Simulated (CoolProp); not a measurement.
Model: reference Helmholtz-energy equation of state, Tillner-Roth 1997, in CoolProp.

Q: Give the vapour pressure (MPa), vapour density (kg/m³), enthalpy of vaporisation (kJ/kg), liquid conductivity (mW/(m K)) of saturated CH2F2 (R32) at -87.45, -75.75, -52.45 °C.

A: 
| T (°C) | p (MPa) | vapour density (kg/m³) | enthalpy of vaporisation (kJ/kg) | liquid conductivity (mW/(m K)) |
|---|---|---|---|---|
| -87.45 | 0.0108 | 0.368 | 418 | 217 |
| -75.75 | 0.0249 | 0.804 | 407 | 210 |
| -52.45 | 0.0973 | 2.88 | 383 | 194 |

Thermal conductivity comes from a separate model (Huber 2003), an estimate that may be off by 10 % or more.
